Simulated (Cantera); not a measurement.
**Stirred combustor or abatement burner**

A perfectly stirred reactor is fed with CH₄ : O₂ : N₂ = 1 : 3.28 : 12.3 (molar parts), equivalence ratio 0.61, at 101000 Pa; it is adiabatic with a 748 K inlet, and is followed from long to short residence time, starting on the burning branch (τ in s: 0.41, 0.14, 0.05, 0.018, 0.0062, 0.0022, 0.00076, 0.00027, 9.3e-05).

Detailed kinetics in Cantera: GRI-Mech 3.0 (53 species, 325 reactions).

```csv
τ (s),T (K),x CH₄,x O₂,x CH₂CO,x H,x H₂O,x NO
0.41,2032,1.20e-6,0.0764,1.45e-11,3.00e-5,0.119,0.000779
0.14,2031,3.16e-6,0.0766,6.74e-11,3.90e-5,0.119,0.000347
0.050,2026,7.28e-6,0.0767,2.88e-10,6.38e-5,0.119,0.000177
0.018,2016,1.51e-5,0.0768,1.03e-9,0.000132,0.118,0.000104
0.0062,1995,3.06e-5,0.0770,3.29e-9,0.000323,0.117,6.41e-5
0.0022,1961,6.11e-5,0.0776,9.23e-9,0.000768,0.115,3.95e-5
0.00076,1907,0.000131,0.0789,2.68e-8,0.00170,0.112,2.40e-5
0.00027,1833,0.000314,0.0816,9.09e-8,0.00310,0.109,1.46e-5
9.3e-5,1725,0.00104,0.0888,5.77e-7,0.00412,0.105,6.59e-6
```
x: mole fraction; the columns are a selection and need not sum to one.
